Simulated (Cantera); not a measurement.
What does this Cantera script print?

```python
import numpy as np
import cantera as ct

gas_names = """
    Cu CuO Cu2 H HNO HNO2 HNO3 HO2 H2 H2O H2O2 N NH NH2 NH3 NH2OH NO NO2 NO3 N2 N2H2 N2H4 N2O O OH O2 O3
""".split()
cond_names = """
    Cu(cr) Cu(L) CuO(s) CuO2H2(s) Cu2O(s) Cu2O(L) H2O(s) H2O(L)
""".split()


# ... load() reads the species with a 1 bar reference pressure and builds the phases ...
atoms = {
    'CuO': {'Cu': 1, 'O': 1},
    'H2': {'H': 2},
    'N2': {'N': 2},
}
top_T = {'CuO(s)': 1390}  # K; cautious upper limits of use, not melting points


# ... equilibrate(T, P, feed) seeds the gas with the atoms and calls Mixture.equilibrate('TP', solver="vcs", rtol=1e-11, max_steps=5000) ...
results = []
feed = {'CuO': 1, 'H2': 400, 'N2': 16}  # mol
P = 10000  # Pa
for T in [1325, 1375, 1425, 1475, 1525, 1575, 1625, 1675, 1725, 1775, 1825, 1875, 1925, 1975]:
    mix = equilibrate(T, P, feed)
    results.append((T, P, feed, dict(zip(mix.species_names, mix.species_moles))))

top = {s: max(r[3][s] / sum(r[3][g] for g in gas_names) for r in results) for s in gas_names}
cols = sorted((s for s in top if top[s] > 1e-06), key=lambda s: -top[s])[:5]
seen = [c for c in cond_names if any(r[3].get(c, 0) > 1e-12 for r in results)]
print("log10 of partial pressures in bar; condensed amounts in mol")
print(f"{'T/K':>10s}" + "".join(f"{s[:9]:>10s}" for s in cols + seen))
for T, P, feed, n in results:
    ng = sum(n[g] for g in gas_names)
    print(f"{T:10.4g}" + "".join(f"{np.log10(max(n[s] / ng * P / 1e5, 1e-99)):10.3f}" for s in cols)
          + "".join(f"{n.get(c, 0):10.4g}" for c in seen))
```

It prints:

```
log10 of partial pressures in bar; condensed amounts in mol
       T/K        H2        N2         H       H2O        Cu    Cu(cr)     Cu(L)
      1325    -1.018    -2.415    -6.295    -3.619    -6.552    0.9988         0
      1375    -1.018    -2.415    -5.974    -3.619    -6.085         0    0.9966
      1425    -1.018    -2.415    -5.675    -3.619    -5.663         0     0.991
      1475    -1.018    -2.415    -5.396    -3.619    -5.271         0    0.9777
      1525    -1.018    -2.415    -5.135    -3.619    -4.905         0    0.9482
      1575    -1.018    -2.415    -4.891    -3.619    -4.563         0    0.8861
      1625    -1.018    -2.415    -4.661    -3.619    -4.243         0    0.7617
      1675    -1.019    -2.416    -4.445    -3.620    -3.942         0    0.5235
      1725    -1.019    -2.416    -4.241    -3.620    -3.660         0   0.08496
      1775    -1.020    -2.416    -4.048    -3.620    -3.621         0         0
      1825    -1.020    -2.416    -3.866    -3.620    -3.621         0         0
      1875    -1.020    -2.416    -3.693    -3.621    -3.621         0         0
      1925    -1.020    -2.417    -3.530    -3.621    -3.621         0         0
      1975    -1.021    -2.417    -3.374    -3.621    -3.621         0         0
```

Method: chemical equilibrium by Gibbs-energy minimisation in Cantera with the NASA 1993 tables (ideal gas, pure condensed phases).
